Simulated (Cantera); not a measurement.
Input: 1 mol Cr, 0.87 mol NH3, 23 mol H2, held at 2700 Torr.

Equilibrium computed with Cantera from the NASA thermochemical tables; the gas is ideal and each condensed phase is pure. Candidate condensed phases: Cr, CrN, Cr2N; 11 gas species. Kinetics and transport are ignored. All values below are at 1875 K.

Base state: H2 0.982, N2 0.0176, H 0.000342, Cr 7.07e-5, NH3 1.17e-5 (mole fractions); condensed: Cr(s).

**Question.** What changes in the equilibrium state with this change: pressure from 2700 Torr to 1.00 Torr?

**Answer.** 
```csv
species,before,after
H2,0.982,0.927
Cr,7.07e-5,0.0385
H,0.000342,0.0173
N2,0.0176,0.0168
NH3,1.17e-5,3.87e-9
"Cr(s), mol",0.998,0
```
